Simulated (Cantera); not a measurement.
Standard-state values (1 bar) from the NASA 1993 polynomials, evaluated with Cantera. Values are per mole of reaction as written; species without (g) are pure solids or liquids, kept so even where they would boil at 1 bar.

Question: Between 300 and 2350 K, where is each reaction favourable under standard conditions?
- 3 Ba(OH)2 + N2O(g) ⇌ 3 BaO + 6 H(g) + 2 NO2(g)

Answer: 
- 3 Ba(OH)2 + N2O(g) ⇌ 3 BaO + 6 H(g) + 2 NO2(g): ΔG° is 2236 kJ at 300 K and 760 kJ at 2350 K; it stays positive (K < 1). ΔH° is 2498 kJ and ΔS° 740 J/K at 2350 K.
